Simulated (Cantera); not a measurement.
Input (Python, Cantera) and output of one run.

```python
import numpy as np
import cantera as ct

gas_names = """
    N NO NO2 NO3 N2 N2O O O2 O3 Si SiN SiO SiO2 Si2 Si2N Si3
""".split()
cond_names = """
    Si(cr) Si(L) SiO2(Lqz) SiO2(hqz) SiO2(L) Si2N2O(s) Si3N4(a)
""".split()


# ... load() reads the species with a 1 bar reference pressure and builds the phases ...
atoms = {
    'Si': {'Si': 1},
    'N2O': {'N': 2, 'O': 1},
    'N2': {'N': 2},
}
top_T = {'Si2N2O(s)': 2100, 'Si3N4(a)': 2400}  # K; cautious upper limits of use, not melting points


# ... equilibrate(T, P, feed) seeds the gas with the atoms and calls Mixture.equilibrate('TP', solver="vcs", rtol=1e-11, max_steps=5000) ...
results = []
feed = {'Si': 1, 'N2O': 0.26, 'N2': 8.3}  # mol
T = 2175  # K
P = 101325  # Pa
mix = equilibrate(T, P, feed)
results.append((T, P, feed, dict(zip(mix.species_names, mix.species_moles))))
print(gas.report(threshold=1e-05))
for i in range(1, mix.n_phases):
    print(f"{mix.phase(i).name:16s} {mix.phase_moles(i):12.5e} mol")
```

Result:

```
       temperature   2175 K
          pressure   1.0132e+05 Pa
           density   0.15964 kg/m^3
  mean mol. weight   28.491 kg/kmol
   phase of matter   gas

                          1 kg             1 kmol
                     ---------------   ---------------
          enthalpy        2.0974e+06        5.9756e+07  J
   internal energy        1.4626e+06        4.1672e+07  J
           entropy            9014.4        2.5683e+05  J/K
    Gibbs function       -1.7509e+07       -4.9885e+08  J
 heat capacity c_p            1275.2             36332  J/K
 heat capacity c_v             983.4             28018  J/K

                      mass frac. Y      mole frac. X     chem. pot. / RT
                     ---------------   ---------------   ---------------
                N2            0.9539           0.97014           -27.244
                Si         0.0002807        0.00028475            -6.357
               SiN        7.4006e-05        5.0092e-05           -19.979
               SiO          0.045596          0.029468           -39.029
              Si2N        0.00013908        5.6463e-05           -26.336
     [  +11 minor]        1.1098e-05        5.2073e-06

Si(L)             7.35950e-01 mol
SiO2(L)           0.00000e+00 mol
Si3N4(a)          0.00000e+00 mol
```

Method: chemical equilibrium by Gibbs-energy minimisation in Cantera with the NASA 1993 tables (ideal gas, pure condensed phases). The tables' values for SiN are old estimates; treat these amounts as uncertain.
